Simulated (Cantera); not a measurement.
A closed system holds: 1 mol C3H6, 9 mol H2, equilibrated at 690000 Pa.

Equilibrium computed with Cantera from the NASA thermochemical tables; the gas is ideal and each condensed phase is pure. Candidate condensed phases: C, C6H6, C7H8, C8H18; 76 gas species. Kinetics and transport are ignored.

**Question.** At 1700 °C, list the 5 most abundant gas species with their mole fractions, and the condensed phases.

**Answer.** H2 0.996, CH4 0.00312, C2H2 (acetylene) 0.000638, H 0.000513, C2H4 3.44e-5. Condensed: C(graphite).
